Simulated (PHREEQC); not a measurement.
A made-up water analysis in mmol/kgw, 25 °C, pH 3.08, pe 11.7:

```csv
constituent,mmol/kgw
Na,8.2
K,3.81
Ca,0.918
Mg,0.98
Cl,2.63
S(6),9.16
Fe(3),0.717
Li,0.555
```

Valence states are taken as typed.

All values are PHREEQC results (ion-association model, phreeqc.dat), not measurements.

This is a speciation only: nothing precipitates in the calculation.

Question: Order these Ca species by the share of Ca that they hold, largest first: Ca+2, CaHSO4+, CaSO4.

Answer: Ca+2 (72 %), CaSO4 (28 %), CaHSO4+ (0.18 %)

Question: Order these S species by the share of S that they hold, largest first: CaSO4, FeSO4+, MgSO4, SO4-2, HSO4-.

Answer: SO4-2 (80 %), FeSO4+ (5.2 %), HSO4- (4.1 %), MgSO4 (3.7 %), CaSO4 (2.8 %)

The pH is 3.08 and the ionic strength 0.0262 mol/kgw. The solution is supersaturated, for example in Jarosite-K, Hematite (slow to form), so a real one may precipitate; this is no full list. Species that the database lacks are ignored.
